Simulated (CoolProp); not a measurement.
Vapour-liquid equilibrium of dimethyl ether (1) + 1-butene (2) at 46 kPa; x and y are mole fractions of (1).

Computed with CoolProp (multi-fluid Helmholtz-energy mixture model, Wu 2011 and Lemmon 2005; pair parameters Bell 2016).

| x | bubble temperature, mixture model (K) | bubble temperature, Raoult's law (K) | y, mixture model | y, Raoult's law |
|---|---|---|---|---|
| 0.05 | 246.2 | 247.0 | 0.132 | 0.104 |
| 0.125 | 243.7 | 245.2 | 0.286 | 0.239 |
| 0.2 | 241.6 | 243.6 | 0.404 | 0.356 |
| 0.275 | 239.9 | 242.1 | 0.497 | 0.457 |
| 0.35 | 238.5 | 240.7 | 0.574 | 0.546 |
| 0.425 | 237.2 | 239.4 | 0.638 | 0.623 |
| 0.5 | 236.2 | 238.2 | 0.693 | 0.692 |
| 0.575 | 235.3 | 237.0 | 0.743 | 0.753 |
| 0.65 | 234.4 | 236.0 | 0.789 | 0.807 |
| 0.725 | 233.7 | 234.9 | 0.833 | 0.857 |
| 0.8 | 233.1 | 234.0 | 0.876 | 0.901 |
| 0.875 | 232.5 | 233.1 | 0.920 | 0.941 |
| 0.95 | 232.0 | 232.2 | 0.967 | 0.977 |

The largest gap from Raoult's law is -2.2 K in bubble temperature, at x = 0.35. No azeotrope shows between x = 0.05 and 0.95.

Pair parameters are fitted to limited data, so mixtures are less certain than the pure fluids.
